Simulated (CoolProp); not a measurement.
Computed with CoolProp (reference Helmholtz-energy equation of state, Lemmon 2006). It is a short technical equation, of lower accuracy than the large ones.

Give the vapour pressure (MPa), liquid density (kg/m³), vapour Z, liquid viscosity (µPa s) of saturated toluene at 379.5, 443.4, 468.9 K.


```
T (K)  p (MPa)  liquid density (kg/m³)  vapour Z  liquid viscosity (µPa s)
-----  -------  ----------------------  --------  ------------------------
379.5   0.0897                     783     0.963                       257
443.4    0.426                     714     0.890                       166
468.9    0.695                     682     0.845                       142
```

Viscosity comes from a separate model (Avgeri 2015).
